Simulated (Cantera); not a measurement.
Input (Python, Cantera) and output of one run.

```python
import numpy as np
import cantera as ct

gas_names = """
    CL CLO CL2 Fe FeCL FeCL2 FeCL3 FeO Fe2CL4 Fe2CL6 O O2 O3
""".split()
cond_names = """
    Fe(a) Fe(c) Fe(d) Fe(L) FeCL2(s) FeCL2(L) FeCL3(s) FeCL3(L) FeO(s) FeO(L) Fe2O3(s) Fe3O4(s)
""".split()


# ... load() reads the species with a 1 bar reference pressure and builds the phases ...
atoms = {
    'Fe': {'Fe': 1},
    'Cl2': {'CL': 2},
    'O2': {'O': 2},
}
top_T = {'Fe2O3(s)': 1830, 'Fe3O4(s)': 1870}  # K; cautious upper limits of use, not melting points


# ... equilibrate(T, P, feed) seeds the gas with the atoms and calls Mixture.equilibrate('TP', solver="vcs", rtol=1e-11, max_steps=5000) ...
results = []
feed = {'Fe': 1, 'Cl2': 0.067, 'O2': 0.24}  # mol
P = 2900  # Pa
for T in [1125, 1175, 1225, 1275, 1325, 1375, 1425, 1475]:
    mix = equilibrate(T, P, feed)
    results.append((T, P, feed, dict(zip(mix.species_names, mix.species_moles))))

top = {s: max(r[3][s] / sum(r[3][g] for g in gas_names) for r in results) for s in gas_names}
cols = sorted((s for s in top if top[s] > 1e-05), key=lambda s: -top[s])[:8]
seen = [c for c in cond_names if any(r[3].get(c, 0) > 1e-12 for r in results)]
print("log10 of partial pressures in bar; condensed amounts in mol")
print(f"{'T/K':>10s}" + "".join(f"{s[:9]:>10s}" for s in cols + seen))
for T, P, feed, n in results:
    ng = sum(n[g] for g in gas_names)
    print(f"{T:10.4g}" + "".join(f"{np.log10(max(n[s] / ng * P / 1e5, 1e-99)):10.3f}" for s in cols)
          + "".join(f"{n.get(c, 0):10.4g}" for c in seen))
```

Result:

```
log10 of partial pressures in bar; condensed amounts in mol
       T/K     FeCL2    Fe2CL4     FeCL3        CL     Fe(a)     Fe(c)    FeO(s)
      1125    -1.558    -2.886    -4.979    -7.917     0.453         0      0.48
      1175    -1.549    -3.148    -5.032    -7.515     0.453         0      0.48
      1225    -1.544    -3.395    -5.086    -7.146         0     0.453      0.48
      1275    -1.541    -3.626    -5.137    -6.806         0     0.453      0.48
      1325    -1.540    -3.840    -5.185    -6.492         0     0.453      0.48
      1375    -1.539    -4.040    -5.231    -6.201         0     0.453      0.48
      1425    -1.539    -4.226    -5.273    -5.929         0     0.453      0.48
      1475    -1.538    -4.399    -5.312    -5.675         0     0.453      0.48
```

Method: chemical equilibrium by Gibbs-energy minimisation in Cantera with the NASA 1993 tables (ideal gas, pure condensed phases). Mutual solubility and eutectic melting of coexisting phases are not modelled. The tables' stoichiometric FeO is somewhat more stable than real wüstite, so its field is too wide. FeO: taken at fixed stoichiometry.
